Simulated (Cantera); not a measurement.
A closed system holds: 1 mol B2H6, 0.3 mol O2, 0.83 mol H2, at 5400 Pa.

Equilibrium computed with Cantera from the NASA thermochemical tables; the gas is ideal and each condensed phase is pure. Candidate condensed phases: B, B2O3, B3O3H3, H2O; 23 gas species. The feed counts by its element totals alone. Mutual solubility and eutectic melting of coexisting phases are not modelled. The tables' values for BH2 are old estimates; treat these amounts as uncertain. Gases not in the tables: B2H6 and higher boranes. Kinetics and transport are ignored.

x: gas mole fraction; n: condensed amount in mol.

| T (°C) | x H2 | x HBO | x BO | x H | x B2O2 | x B2O3 | x HBO2 | n B(s) | n B2O3(l) |
|---|---|---|---|---|---|---|---|---|---|
| 1127 | 0.993 | 0.00479 | 3.06e-6 | 2.09e-5 | 0.000230 | 4.45e-5 | 9.41e-5 | 1.59 | 0.187 |
| 1202 | 0.985 | ? | ? | ? | ? | ? | ? | 1.58 | 0.175 |
| 1277 | 0.966 | 0.0255 | 8.55e-5 | 0.000133 | 0.00441 | 0.00108 | 0.000714 | 1.55 | 0.143 |
| 1352 | 0.925 | 0.0514 | 0.000357 | 0.000292 | 0.0156 | 0.00421 | 0.00167 | 1.49 | 0.0620 |
| 1427 | 0.894 | 0.0708 | 0.000950 | 0.000599 | 0.0260 | 0.00558 | 0.00191 | 1.43 | 0 |
| 1502 | 0.889 | 0.0767 | 0.00186 | 0.00117 | 0.0264 | 0.00367 | 0.00140 | 1.42 | 0 |
| 1577 | 0.884 | 0.0810 | 0.00337 | 0.00218 | 0.0258 | 0.00237 | 0.00101 | 1.41 | 0 |
| 1652 | 0.879 | 0.0839 | 0.00575 | 0.00386 | 0.0245 | 0.00151 | 0.000728 | 1.41 | 0 |
| 1727 | 0.874 | 0.0854 | 0.00928 | 0.00654 | 0.0227 | 0.000960 | 0.000522 | 1.40 | 0 |
| 1802 | 0.867 | 0.0854 | 0.0142 | 0.0107 | 0.0205 | 0.000601 | 0.000372 | 1.40 | 0 |
| 1877 | 0.859 | 0.0837 | 0.0208 | 0.0168 | 0.0180 | 0.000368 | 0.000261 | 1.40 | 0 |
| 1952 | 0.848 | 0.0801 | ? | ? | ? | ? | ? | 1.39 | 0 |
| 2027 | 0.833 | 0.0748 | 0.0383 | 0.0380 | 0.0124 | 0.000124 | 0.000120 | 1.39 | 0 |

Q: What belongs in the gaps?

A: 
- 1202, x HBO: 0.0116
- 1202, x BO: 1.76e-5
- 1202, x H: 5.54e-5
- 1202, x B2O2: 0.00109
- 1202, x B2O3: 0.000239
- 1202, x HBO2: 0.000275
- 1952, x BO: 0.0289
- 1952, x H: 0.0257
- 1952, x B2O2: 0.0153
- 1952, x B2O3: 0.000218
- 1952, x HBO2: 0.000180
